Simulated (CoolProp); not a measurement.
Vapour-liquid equilibrium of propane (1) + isobutene (2) at -45.65 °C; x and y are mole fractions of (1).

Model: multi-fluid Helmholtz-energy mixture model, Lemmon 2009 and Lemmon 2005; pair parameters Bell 2016, in CoolProp.

```tsv
x	bubble pressure (kPa)	y at the bubble point	dew pressure at overall composition x (kPa)	liquid density (mol/L)
0.05	21.99	0.282	17.28	11.97
0.2	34.59	0.603	20.06	12.15
0.35	44.42	0.736	23.86	12.34
0.5	53.53	0.823	29.31	12.54
0.65	62.83	0.890	37.60	12.75
0.8	72.68	0.944	50.86	12.97
0.95	82.99	0.988	73.87	13.19
```

No azeotrope shows between x = 0.05 and 0.95.

Pair parameters are fitted to limited data, so mixtures are less certain than the pure fluids.
